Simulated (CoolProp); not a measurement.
Vapour-liquid equilibrium of methanol (1) + ethanol (2) at 342 K; x and y are mole fractions of (1).

Computed with CoolProp (multi-fluid Helmholtz-energy mixture model, de Reuck 1993 and Schroeder 2014; pair parameters Bell 2016).

```tsv
x	bubble pressure (MPa)	y at the bubble point	dew pressure at overall composition x (MPa)	liquid density (mol/L)
0.05	0.07129	0.084	0.07017	16.45
0.125	0.07514	0.197	0.07263	16.86
0.2	0.07885	0.298	0.07523	17.28
0.275	0.08248	0.390	0.07797	17.73
0.35	0.08608	0.474	0.08088	18.19
0.425	0.08970	0.552	0.08397	18.67
0.5	0.09336	0.625	0.08727	19.18
0.575	0.09709	0.694	0.09082	19.71
0.65	0.1009	0.758	0.09468	20.26
0.725	0.1048	0.818	0.09891	20.84
0.8	0.1089	0.873	0.1036	21.45
0.875	0.1130	0.925	0.1090	22.09
0.95	0.1172	0.971	0.1152	22.75
```

No azeotrope shows between x = 0.05 and 0.95.

The pair parameters rest on a limited set of measurements; away from them the model extrapolates.
